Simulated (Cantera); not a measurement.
Charge: 1 mol CS2, 0.44 mol H2O, 0.23 mol O2, 7.3 mol H2, equilibrated at 1050 K and 750 Torr.

These are equilibrium values from Cantera (NASA tables, ideal gas, pure condensed phases), not measurements of a reactor. Candidate condensed phases: C, C6H6, C7H8, C8H18, H2O, H2SO4, S; 123 gas species. Kinetics and transport are ignored.

Task: What is the equilibrium state?

Result: 
```json
{
 "x(H2)": "0.633",
 "x(H2S)": "0.238",
 "x(CO)": "0.0925",
 "x(CH4)": "0.0229",
 "x(H2O)": "0.0106",
 "x(CO2)": "0.00183",
 "x(COS)": "0.00110",
 "x(CS2)": "0.000158",
 "x(S2)": "2.15e-5",
 "n(C(graphite))": "0.0112 mol",
 "gas_amount": "8.346 mol",
 "log10 activity of S(l) (absent)": "-2.83"
}
```
